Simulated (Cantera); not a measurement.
An isothermal, constant-pressure homogeneous reactor starts with 82.1 % NH3, 9.85 % N2, 8.05 % H2, at 1875 K and 0.0263 atm.

Cantera simulation using the gas-phase N/H chemistry of the illustrative SiF4/NH3 mechanism in the Surface Chemkin manual (1991); the numbers are that mechanism's predictions, not measurements. Walls and surfaces, which speed up NH3 decomposition in real reactors, are not modelled.

x: mole fraction; the columns are a selection and need not sum to one.

```tsv
t (s)	x NH3	x NH2	x H	x N2H2	x N2	x N2H4	x NH
3.00e-5	0.821	3.01e-6	2.37e-7	6.80e-12	0.0985	<1e-12	4.01e-11
0.000111	0.821	[?]	[?]	2.97e-10	0.0985	4.20e-12	[?]
0.000412	0.821	4.29e-5	1.65e-6	8.35e-9	0.0985	6.48e-11	2.38e-8
0.00152	0.821	0.000158	5.74e-6	1.66e-7	0.0985	9.05e-10	3.79e-7
0.00565	0.820	0.000532	1.93e-5	2.63e-6	0.0986	1.03e-8	3.69e-6
0.0209	0.814	0.000797	3.07e-5	6.66e-6	0.0997	2.32e-8	7.49e-6
0.0775	0.792	0.000777	[?]	6.38e-6	0.105	2.21e-8	7.72e-6
0.287	0.716	0.000713	5.87e-5	5.40e-6	0.121	1.86e-8	8.10e-6
1.06	0.510	0.000556	0.000127	3.21e-6	0.167	1.13e-8	7.99e-6
3.94	0.193	0.000283	0.000303	8.53e-7	0.237	2.93e-9	5.99e-6
14.6	0.0176	5.40e-5	0.000784	4.55e-8	0.276	1.06e-10	2.47e-6
54.0	3.47e-5	4.57e-7	0.00341	7.48e-12	0.279	<1e-12	9.03e-8
200	4.48e-6	5.92e-8	0.00342	<1e-12	0.279	<1e-12	1.17e-8
```

### Question
Fill in the missing entries.

### Answer

- 0.000111, x NH2: 1.15e-5
- 0.000111, x H: 5.37e-7
- 0.000111, x NH: 1.03e-9
- 0.0775, x H: 3.70e-5
